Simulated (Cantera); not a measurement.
Thermal oxidation and active oxidation of silicon: Si + H2O + H2

Charge: 1 mol Si, 0.25 mol H2O, 3.9 mol H2, at 58.0 mbar.

Cantera equilibrium calculation (NASA polynomials, part measured and part estimated; ideal gas, pure solids and liquids). Candidate condensed phases: H2O, Si, SiO2; 18 gas species. Mutual solubility and eutectic melting of coexisting phases are not modelled. The tables hold silica as quartz up to 1696 K and as liquid above; real silica turns to tridymite and cristobalite and melts near 1996 K. Gases not in the tables: Si2H6 and higher silanes. Kinetics and transport are ignored.

| T (°C) | x H2 | x SiO | x H | x SiH2 | x Si | x H2O | n Si(s) | n SiO2(β-quartz) | n Si(l) |
|---|---|---|---|---|---|---|---|---|---|
| 775 | 1.00 | 6.07e-8 | 3.21e-8 | 3.55e-10 | <1e-12 | 3.01e-9 | 0.875 | 0.125 | 0 |
| 825 | 1.000 | 3.71e-7 | 1.03e-7 | 1.25e-9 | <1e-12 | 8.73e-9 | 0.875 | 0.125 | 0 |
| 875 | 1.000 | 1.93e-6 | 2.97e-7 | 3.97e-9 | 3.15e-12 | 2.31e-8 | 0.875 | 0.125 | 0 |
| 925 | 1.000 | 8.73e-6 | 7.89e-7 | 1.14e-8 | 2.22e-11 | 5.61e-8 | 0.875 | 0.125 | 0 |
| 975 | 1.000 | 3.49e-5 | 1.94e-6 | 3.02e-8 | 1.34e-10 | 1.27e-7 | 0.875 | 0.125 | 0 |
| 1025 | 1.000 | 0.000125 | 4.45e-6 | 7.39e-8 | 7.01e-10 | 2.68e-7 | 0.875 | 0.125 | 0 |
| 1075 | 1.000 | 0.000407 | 9.60e-6 | 1.69e-7 | 3.24e-9 | 5.37e-7 | 0.874 | 0.124 | 0 |
| 1125 | 0.999 | 0.00121 | 1.96e-5 | 3.65e-7 | 1.34e-8 | 1.02e-6 | 0.872 | 0.122 | 0 |
| 1175 | 0.997 | 0.00335 | 3.82e-5 | 7.46e-7 | 5.04e-8 | 1.85e-6 | 0.868 | 0.118 | 0 |
| 1225 | 0.991 | 0.00861 | 7.10e-5 | 1.45e-6 | 1.73e-7 | 3.21e-6 | 0.857 | 0.107 | 0 |
| 1275 | 0.979 | 0.0208 | 0.000127 | 2.67e-6 | 5.48e-7 | 5.33e-6 | 0.831 | 0.0809 | 0 |
| 1325 | 0.952 | 0.0475 | 0.000216 | 4.66e-6 | 1.61e-6 | 8.42e-6 | 0.771 | 0.0214 | 0 |
| 1375 | 0.943 | 0.0568 | 0.000359 | 7.99e-6 | 4.44e-6 | 7.25e-6 | 0.750 | 0 | 0 |
| 1425 | 0.943 | 0.0568 | 0.000583 | 1.32e-5 | 1.13e-5 | 5.47e-6 | 0 | 0 | 0.750 |
x: gas mole fraction; n: condensed amount in mol.

From 775 °C to 1325 °C the condensed part is Si(s) + SiO2(β-quartz). At 1375 °C the condensed part is Si(s). At 1425 °C the condensed part is Si(l). The main Si-bearing gas is SiO throughout.
